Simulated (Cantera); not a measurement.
Mixture: H2 : O2 : N2 : H2O = 1 : 0.417 : 1.57 : 0.065 (molar parts), equivalence ratio 1.2, at 0.720 bar, adiabatic and at constant volume. Ignition delay is the time to a rise of 400 K.

Computed with Cantera and the H2/O2 subset of GRI-Mech 3.0, which has no nitrogen chemistry. Below about 950 K walls govern HO2 and H2O2 in real vessels.

| quantity | before | after |
|---|---|---|
| delay at 850 K | 1.86 s | 3.31 s |
| delay at 1000 K | 0.373 ms | 0.403 ms |
| delay at 1150 K | 86.1 µs | 97.9 µs |
| delay at 1300 K | 40.8 µs | 52.1 µs |

Q: Name the change that produced these shifts.
A) H2O 0.065 to 0.036 parts
B) pressure from 0.720 bar to 0.680 bar
C) H2 1 to 0.32 parts
D) pressure from 0.720 bar to 1.00 bar

A: C, H2 1 to 0.32 parts
